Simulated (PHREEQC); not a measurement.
Make-up at 20 °C: 42 mmol/kgw MgSO4. Closed to the air; pH follows from the charge balance.

Computed with PHREEQC (ion-association model, phreeqc.dat).

Precipitation was switched off in this run.

Q: Predict the ionic strength, density, specific conductance.

A: ionic strength 0.0955 mol/kgw; density 1.003 g/cm³; specific conductance 3970 µS/cm.

Q: In which forms is Mg present?

A: Mg+2 57 %, MgSO4 43 % of the Mg.
